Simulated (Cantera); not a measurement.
An isothermal plug-flow reactor at 725 K and 750 Torr (inlet), inlet velocity 2.6 m/s, active area per volume 480 1/m; feed 0.573 % CO, 14.0 % O₂, 85.4 % N₂, equivalence ratio 0.020.

Computed with Cantera and Deutschmann's 1995 Pt surface mechanism with GRI-Mech 3.0 gas chemistry. Catalytic surfaces can have several steady states; this one follows from the mechanism file's or the stated starting coverage. Mass transfer to the wall is taken as infinitely fast.

x: gas mole fraction; θ: surface coverage.

```tsv
z (m)	x CO	x O₂	x H₂O	x CO₂	θ free Pt	θ O*	θ CO*
0.00011	0.00572	0.140	<1e-12	[?]	0.0180	0.981	0.00132
0.00022	0.00570	0.140	<1e-12	[?]	0.0180	0.981	0.00131
0.00042	0.00568	0.140	<1e-12	[?]	0.0179	0.981	0.00129
0.00082	0.00564	0.140	<1e-12	[?]	0.0178	0.981	0.00126
0.0016	0.00557	0.140	<1e-12	[?]	0.0176	0.981	0.00121
0.0031	0.00542	0.140	<1e-12	[?]	0.0172	0.982	0.00113
0.0059	0.00519	0.140	<1e-12	[?]	0.0165	0.982	0.000999
0.011	0.00481	0.140	<1e-12	[?]	0.0157	0.984	0.000832
```

Complete the blanks.


- 0.00011, x CO₂: 1.17e-5
- 0.00022, x CO₂: 2.33e-5
- 0.00042, x CO₂: 4.42e-5
- 0.00082, x CO₂: 8.54e-5
- 0.0016, x CO₂: 0.000163
- 0.0031, x CO₂: 0.000305
- 0.0059, x CO₂: 0.000544
- 0.011, x CO₂: 0.000919
